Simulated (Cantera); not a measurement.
Cantera run:

```python
import numpy as np
import cantera as ct

gas_names = [...]  # 110 gases of nasa_gas.yaml made of C, H, O
cond_names = """
    C(gr) C6H6(L) C7H8(L) C8H18(L),n-octa H2O(s) H2O(L)
""".split()


# ... load() reads the species with a 1 bar reference pressure and builds the phases ...
atoms = {
    'toluene': {'C': 7, 'H': 8},
    'H2O': {'H': 2, 'O': 1},
}
top_T = {'C(gr)': 4500}  # K; cautious upper limits of use, not melting points


# ... equilibrate(T, P, feed) seeds the gas with the atoms and calls Mixture.equilibrate('TP', solver="vcs", rtol=1e-11, max_steps=5000) ...
results = []
feed = {'toluene': 1, 'H2O': 0.96}  # mol
T = 2098.15  # K
P = 13332.2  # Pa
mix = equilibrate(T, P, feed)
results.append((T, P, feed, dict(zip(mix.species_names, mix.species_moles))))
x = sorted(zip(gas.X, gas.species_names), reverse=True)
print(f"T = {T:g} K  P = {P:g} Pa  gas = {mix.phase_moles(0):.4g} mol")
print("   x: " + "  ".join(f"{s} {v:.3e}" for v, s in x if v > 1e-05))
print("   condensed (mol): " + ("  ".join(f"{mix.phase(i).name} {mix.phase_moles(i):.4g}"
      for i in range(1, mix.n_phases) if mix.phase_moles(i) > 1e-12) or "none"))
```

Result:

```
T = 2098.15 K  P = 13332.2 Pa  gas = 5.943 mol
   x: H2 8.295e-01  CO 1.615e-01  H 7.683e-03  C2H2,acetylene 1.185e-03  CH4 3.040e-05
   condensed (mol): C(gr) 6.026
```

Cantera equilibrium calculation (NASA polynomials, part measured and part estimated; ideal gas, pure solids and liquids).
